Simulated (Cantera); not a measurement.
# Gas-phase reforming

An isothermal, constant-pressure homogeneous reactor starts with 34.5 % CH4, 65.5 % H2O, at 1598 K and 0.132 atm.

Model: GRI-Mech 3.0 (53 species, 325 reactions), integrated in Cantera.

| t (s) | x CH4 | x H2O | x C2H | x H2 | x CH2CO | x HCO |
|---|---|---|---|---|---|---|
| 1.00e-6 | 0.345 | 0.655 | <1e-12 | 1.72e-7 | <1e-12 | <1e-12 |
| 3.73e-6 | 0.345 | 0.655 | <1e-12 | 1.16e-6 | <1e-12 | <1e-12 |
| 1.39e-5 | 0.345 | 0.655 | <1e-12 | 5.14e-6 | <1e-12 | <1e-12 |
| 5.18e-5 | 0.345 | 0.655 | <1e-12 | 2.00e-5 | <1e-12 | <1e-12 |
| 0.000193 | 0.345 | 0.655 | <1e-12 | 7.68e-5 | <1e-12 | <1e-12 |
| 0.000720 | 0.344 | 0.655 | <1e-12 | 0.000343 | 6.91e-12 | 5.20e-11 |
| 0.00268 | 0.341 | 0.654 | 2.32e-11 | 0.00253 | 7.32e-9 | 1.83e-9 |
| 0.0100 | 0.318 | 0.646 | 2.31e-9 | 0.0239 | 2.57e-6 | 8.39e-9 |
| 0.0373 | 0.247 | 0.609 | 2.08e-8 | 0.106 | 4.26e-5 | 5.60e-9 |
| 0.139 | 0.143 | 0.550 | 4.70e-8 | 0.229 | 7.68e-5 | 3.16e-9 |
| 0.518 | 0.0574 | 0.478 | 6.86e-8 | 0.350 | 7.81e-5 | 1.84e-9 |
| 1.93 | 0.0288 | 0.376 | 5.20e-8 | 0.450 | 4.20e-5 | 1.67e-9 |
| 7.20 | 0.0173 | 0.262 | 2.04e-8 | 0.545 | 1.16e-5 | 2.31e-9 |
| 26.8 | 0.00659 | 0.188 | 3.30e-9 | 0.609 | 1.40e-6 | 3.02e-9 |
| 100 | 0.000810 | 0.168 | 4.48e-11 | 0.627 | 2.55e-8 | 3.21e-9 |
x: mole fraction; the columns are a selection and need not sum to one.

Equilibrium at this temperature and pressure: CH4 7.07e-9, H2O 0.167, C2H <1e-12, H2 0.629, CH2CO <1e-12, HCO 3.24e-9 (gas phase only).
